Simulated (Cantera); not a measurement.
Hydrocarbon pyrolysis for carbon deposition

A perfectly stirred reactor is fed with CH₄ : N₂ = 1 : 2.3 (molar parts), at 0.000247 atm; it is held at 1998 K, and followed from long to short residence time.

Cantera simulation using GRI-Mech 3.0 (53 species, 325 reactions); the numbers are that mechanism's predictions, not measurements. GRI-Mech 3.0 stops at C3 and has no aromatics, soot or wall deposition, so with more carbon than oxygen in the feed, carbon stays in small species such as C2H2 where larger ones or solid carbon would form. Radical loss at walls, strong at low pressure, is not modelled.

| τ (s) | x CH₄ | x C₂H₂ | x H | x CH₃ | x HCN |
|---|---|---|---|---|---|
| 3.2 | 0.0476 | 0.0948 | 0.00154 | 0.00474 | 2.55e-5 |
| 1.4 | 0.0771 | 0.0815 | 0.00122 | 0.00671 | 1.04e-5 |
| 0.60 | 0.122 | 0.0609 | 0.000860 | 0.00898 | 3.58e-6 |
| 0.26 | 0.186 | 0.0330 | 0.000467 | 0.0105 | 8.28e-7 |
| 0.11 | 0.259 | 0.00739 | 0.000144 | 0.00895 | 7.12e-8 |
| 0.049 | 0.292 | 0.000605 | 3.81e-5 | 0.00515 | 3.66e-9 |
| 0.021 | 0.300 | 2.48e-5 | 1.71e-5 | 0.00233 | 2.72e-10 |
| 0.0091 | 0.302 | 8.79e-7 | 1.34e-5 | 0.00101 | 3.02e-11 |
| 0.0039 | 0.303 | 2.62e-8 | 1.24e-5 | 0.000430 | 3.67e-12 |
| 0.0017 | 0.303 | 7.10e-10 | 1.15e-5 | 0.000182 | <1e-12 |
x: mole fraction; the columns are a selection and need not sum to one.
